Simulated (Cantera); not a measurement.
## (CH3)2SiCl2 + C3H8 + H2 (silicon carbide growth)

A closed system holds: 1 mol (CH3)2SiCl2, 0.23 mol C3H8, 2.1 mol H2, equilibrated at 6.45 Torr.

Equilibrium computed with Cantera from the NASA thermochemical tables; the gas is ideal and each condensed phase is pure. Candidate condensed phases: C, C6H6, C7H8, C8H18, Si, SiC; 109 gas species. The feed counts by its element totals alone. The tables' values for SiCl, SiCl3 are old estimates; treat these amounts as uncertain. Gases not in the tables: Si2H6 and higher silanes. Rates play no part.

From 1723 K to 2173 K the condensed part is C(graphite) + SiC(s). The main Si-bearing gas is SiCl2 throughout. The share of Si in condensed phases is highest at 1723 K (95.7 %) and lowest at 2173 K (85.0 %).

| T (K) | log p H2 | log p HCl | log p H | log p SiCl2 | log p Cl | n C(graphite) | n SiC(s) |
|---|---|---|---|---|---|---|---|
| 1723 | -2.21 | -2.63 | -4.84 | -4.29 | -5.38 | 1.73 | 0.957 |
| 1773 | -2.21 | -2.63 | -4.65 | -4.23 | -5.19 | 1.74 | 0.951 |
| 1823 | -2.21 | -2.64 | -4.47 | -4.17 | -5.02 | 1.74 | 0.943 |
| 1873 | -2.21 | -2.64 | -4.29 | -4.11 | -4.85 | 1.75 | 0.935 |
| 1923 | -2.21 | -2.65 | -4.13 | -4.06 | -4.69 | 1.76 | 0.927 |
| 1973 | -2.21 | -2.66 | -3.98 | -4.01 | -4.55 | 1.77 | 0.917 |
| 2023 | -2.21 | -2.66 | -3.83 | -3.97 | -4.41 | 1.77 | 0.906 |
| 2073 | -2.22 | -2.67 | -3.69 | -3.94 | -4.28 | 1.78 | 0.893 |
| 2123 | -2.22 | -2.68 | -3.56 | -3.90 | -4.15 | 1.80 | 0.876 |
| 2173 | -2.23 | -2.70 | -3.43 | -3.88 | -4.04 | 1.81 | 0.850 |
log p: log10 of the partial pressure in bar; n: condensed amount in mol.
